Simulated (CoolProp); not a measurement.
Vapour-liquid equilibrium of dimethyl ether (1) + methanol (2) at 315.9 K; x and y are mole fractions of (1).

The numbers come from the multi-fluid Helmholtz-energy mixture model, Wu 2011 and de Reuck 1993; pair parameters Bell 2016 in CoolProp.

**Question.** Give the bubble pressure and the first vapour's composition at x = 0.425, 0.65, 0.725. Is there an azeotrope?

**Answer.** x = 0.425: 0.5653 MPa, y = 0.942; x = 0.65: 0.7037 MPa, y = 0.961; x = 0.725: 0.7476 MPa, y = 0.967. No azeotrope shows between x = 0.05 and 0.95.

Pair parameters are fitted to limited data, so mixtures are less certain than the pure fluids. With so large a gap from Raoult's law the liquid may split in two, which this calculation doesn't test in full.
